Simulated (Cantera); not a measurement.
A perfectly stirred reactor is fed with CH4 : CO : O2 : N2 = 1 : 0.09 : 4.99 : 18.8 (molar parts), equivalence ratio 0.41, at 4.60 bar; it is adiabatic with a 350 K inlet, and is followed from long to short residence time, starting on the burning branch (τ in s: 0.099, 0.052, 0.027, 0.014, 0.0073, 0.0038, 0.002, 0.001, 0.00053, 0.00028, 0.00014, 7.5e-05).

Detailed kinetics in Cantera: GRI-Mech 3.0 (53 species, 325 reactions).

### Question
What does this change do: inlet temperature 350 to 625 K?

### Answer
| quantity | before | after |
|---|---|---|
| blow-out, bracketed by the residence times tried | burning at 27.0 ms, out at 14.0 ms | burning at 2.00 ms, out at 1.00 ms |
| x(CH4) at τ = 99.0 ms | 0.000184 | 1.43e-5 |
| x(CO) at τ = 99.0 ms | 0.00161 | 0.000164 |
| x(O2) at τ = 99.0 ms | 0.120 | 0.119 |
| x(NO) at τ = 99.0 ms | 8.97e-8 | 1.51e-6 |
| x(NO2) at τ = 99.0 ms | 6.27e-8 | 2.76e-8 |
| x(CH4) at τ = 2.00 ms | 0.0402 | 0.000272 |
| x(CO) at τ = 2.00 ms | 0.00362 | 0.00346 |
| x(O2) at τ = 2.00 ms | 0.201 | 0.121 |
| x(NO) at τ = 2.00 ms | <1e-12 | 7.11e-7 |
| x(NO2) at τ = 2.00 ms | <1e-12 | 2.65e-8 |
